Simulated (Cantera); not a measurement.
A freely propagating, adiabatic, planar premixed flame of 46.8 % H2, 10.6 % O2, 42.6 % N2, equivalence ratio 2.2, unburnt at 625 K and 500000 Pa; mixture-averaged transport, grid criteria slope 0.08 and curve 0.16, no radiation.

Model: the H2/O2 subset of GRI-Mech 3.0, which has no nitrogen chemistry, integrated in Cantera. The hydrogen kinetics of GRI-Mech 3.0 are dated; newer H2 mechanisms differ, most at raised pressure. Burning velocities carry a grid error of a few per cent, more on coarse grids.

**Question.** Predict: laminar burning velocity; thermal thickness; peak x(HO2); peak x(H2O2); peak x(OH).

**Answer.** 
```
Property                     Result
------------------------  ---------
laminar burning velocity   916 cm/s
thermal thickness         0.0596 mm
peak x(HO2)                0.000764
peak x(H2O2)                3.69e-5
peak x(OH)                  0.00346
```
